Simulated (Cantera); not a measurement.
What does this Cantera script print?

```python
import numpy as np
import cantera as ct

gas_names = """
    H HO2 H2 H2O H2O2 O OH O2 O3 Si SiH SiH2 SiH3 SiH4 SiO SiO2 Si2 Si3
""".split()
cond_names = """
    H2O(s) H2O(L) Si(cr) Si(L) SiO2(Lqz) SiO2(hqz) SiO2(L)
""".split()


# ... load() reads the species with a 1 bar reference pressure and builds the phases ...
atoms = {
    'Si2H6': {'Si': 2, 'H': 6},
    'H2O': {'H': 2, 'O': 1},
    'H2': {'H': 2},
}
top_T = {}  # K; cautious upper limits of use, not melting points


# ... equilibrate(T, P, feed) seeds the gas with the atoms and calls Mixture.equilibrate('TP', solver="vcs", rtol=1e-11, max_steps=5000) ...
results = []
T = 1573.15  # K
P = 10000  # Pa
for m in [0.37, 0.93, 1.5, 2.1, 2.6, 3.2, 3.7, 4.3, 4.9, 5.4, 6, 6.6, 7.1]:
    feed = {'Si2H6': 1, 'H2O': m, 'H2': 4.4}  # mol
    mix = equilibrate(T, P, feed)
    results.append((T, P, feed, dict(zip(mix.species_names, mix.species_moles))))

top = {s: max(r[3][s] / sum(r[3][g] for g in gas_names) for r in results) for s in gas_names}
cols = sorted((s for s in top if top[s] > 1e-05), key=lambda s: -top[s])[:6]
seen = [c for c in cond_names if any(r[3].get(c, 0) > 1e-12 for r in results)]
print("log10 of partial pressures in bar; condensed amounts in mol")
print(f"{'n(H2O)':>10s}" + "".join(f"{s[:9]:>10s}" for s in cols + seen))
for T, P, feed, n in results:
    ng = sum(n[g] for g in gas_names)
    print(f"{feed['H2O']:10.4g}" + "".join(f"{np.log10(max(n[s] / ng * P / 1e5, 1e-99)):10.3f}" for s in cols)
          + "".join(f"{n.get(c, 0):10.4g}" for c in seen))
```

Result:

```
log10 of partial pressures in bar; condensed amounts in mol
    n(H2O)        H2       H2O       SiO         H    Si(cr) SiO2(hqz)
      0.37    -1.008    -6.164    -2.735    -4.894     1.742    0.1121
      0.93    -1.008    -6.164    -2.735    -4.894     1.457    0.3868
       1.5    -1.008    -6.164    -2.735    -4.894     1.167    0.6665
       2.1    -1.008    -6.164    -2.735    -4.894    0.8609    0.9609
       2.6    -1.008    -6.164    -2.735    -4.894    0.6062     1.206
       3.2    -1.008    -6.164    -2.735    -4.894    0.3006     1.501
       3.7    -1.008    -6.164    -2.735    -4.894   0.04587     1.746
       4.3    -1.011    -2.591    -6.312    -4.896         0         2
       4.9    -1.033    -2.136    -6.789    -4.907         0         2
       5.4    -1.050    -1.961    -6.980    -4.915         0         2
         6    -1.070    -1.826    -7.135    -4.925         0         2
       6.6    -1.089    -1.731    -7.249    -4.935         0         2
       7.1    -1.105    -1.670    -7.326    -4.942         0         2
```

These are equilibrium values from Cantera (NASA tables, ideal gas, pure condensed phases), not measurements of a reactor. The feed counts by its element totals alone. Mutual solubility and eutectic melting of coexisting phases are not modelled. The tables hold silica as quartz up to 1696 K and as liquid above; real silica turns to tridymite and cristobalite and melts near 1996 K. Gases not in the tables: Si(OH)4.
